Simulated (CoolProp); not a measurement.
Values from CoolProp's reference Helmholtz-energy equation of state, Thol 2022.

Question: For vinyl chloride, give the phase and the cp (kJ/(kg K)) at 26.85 °C and 0.101 MPa; 32.15 °C and 0.101 MPa.

Answer: 
- 26.85 °C and 0.101 MPa: gas; cp 0.880
- 32.15 °C and 0.101 MPa: gas; cp 0.889
